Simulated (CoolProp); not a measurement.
Aqueous potassium acetate as a coolant, at -4 °C, 1 atm.

Computed with CoolProp (Melinder's fits for secondary coolants).

```
mass %  freezing point (°C)  Prandtl number  conductivity (W/(m K))  cp (kJ/(kg K))  density (kg/m³)
------  -------------------  --------------  ----------------------  --------------  ---------------
13.4                   -6.5            20.2                   0.517           3.683             1073
16                     -8.2            21.4                   0.509           3.599             1087
18.7                  -10.1            22.9                   0.501           3.515             1102
21.3                  -12.4            24.6                   0.494           3.437             1116
24                    -15.1            26.6                   0.486           3.357             1132
26.6                  -18.2            29.0                   0.479           3.280             1147
29.2                  -21.9            31.8                   0.472           3.204             1162
31.9                  -26.2            35.2                   0.465           3.126             1178
```
